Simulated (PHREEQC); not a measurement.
A solution holds 0.036 mol MgCl2, 4e-05 mol CO2 and 0.00012 mol NaCl per kg of water, at 5.2 °C. Closed to the air; pH follows from the charge balance.

Computed with PHREEQC (ion-association model, wateq4f.dat).

```
Quantity                Value
--------------  -------------
pH                       5.43
ionic strength  0.108 mol/kgw
```

| species | molality | activity | log γ |
|---|---|---|---|
| Cl- | 0.0721 | 0.0551 | -0.117 |
| Mg+2 | 0.0360 | 0.0147 | -0.388 |
| Na+ | 0.000120 | 9.41e-5 | -0.106 |
| CO2 | 3.55e-5 | 3.64e-5 | 0.011 |
| H+ | 4.47e-6 | 3.70e-6 | -0.083 |
| HCO3- | 3.82e-6 | 3.01e-6 | -0.103 |
| MgHCO3+ | 6.47e-7 | 4.98e-7 | -0.114 |
| MgOH+ | 2.66e-9 | 2.13e-9 | -0.096 |

This is a speciation only: nothing precipitates in the calculation. Constants without temperature data keep their 25 °C values here.
